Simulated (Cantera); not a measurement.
Cantera run:

```python
import numpy as np
import cantera as ct

gas_names = """
    CL2 O BOCL
""".split()
cond_names = """
    B(b) B(L)
""".split()


def load(file, names, dense=False):
    # The tables refer to 1 bar. Condensed volumes are neglected.
    table = {s.name: s for s in ct.Species.list_from_file(file)}
    out = []
    for n in names:
        d = dict(table[n].input_data)
        d["thermo"] = dict(d["thermo"], **{"reference-pressure": 1e5})
        if dense:
            d["equation-of-state"] = {"model": "constant-volume", "density": "1e6 g/cm^3"}
        out.append(ct.Species.from_dict(d))
    return out


species = {s.name: s for s in load("nasa_gas.yaml", gas_names) + load("nasa_condensed.yaml", cond_names)}
# Each term lists the table entries of one substance; the one whose range holds T is used.
reactions = {
    'Cl2(g) + 2 O(g) + 2 B = 2 BOCl(g)':
        [(-1, ['CL2']), (-2, ['O']), (-2, ['B(b)', 'B(L)']), (2, ['BOCL'])],
}


def pick(names, T):
    return next(species[n] for n in names if species[n].thermo.min_temp <= T <= species[n].thermo.max_temp)


results = []
for label, terms in reactions.items():
    print(label)
    print("     T/K   dH/kJ  dS/(J/K)   dG/kJ   log10 K")
    for T in [300, 675, 775, 875, 975, 1075, 1175]:
        used = [(nu, pick(names, T)) for nu, names in terms]
        dH = sum(nu * s.thermo.h(T) for nu, s in used) / 1e6
        dS = sum(nu * s.thermo.s(T) for nu, s in used) / 1e3
        dG = dH - T * dS / 1e3
        logK = -dG * 1e6 / (ct.gas_constant * T * np.log(10))
        results.append((label, T, dH, dS, dG, logK, [s.name for _, s in used]))
        print(f"{T:8g} {dH:8.1f} {dS:8.1f} {dG:8.1f} {logK:8.2f}")
```

Result:

```
Cl2(g) + 2 O(g) + 2 B = 2 BOCl(g)
     T/K   dH/kJ  dS/(J/K)   dG/kJ   log10 K
     300  -1131.0    -82.1  -1106.3   192.63
     675  -1135.8    -92.3  -1073.5    83.07
     775  -1137.2    -94.3  -1064.1    71.72
     875  -1138.6    -96.0  -1054.6    62.96
     975  -1140.0    -97.5  -1045.0    55.98
    1075  -1141.4    -98.9  -1035.1    50.30
    1175  -1142.8   -100.1  -1025.2    45.57
```

Source: NASA polynomial tables (part measured, part estimated), evaluated in Cantera. The tables' values for BOCl are old estimates. Condensed species are held in their standard states even where they would react or evaporate.
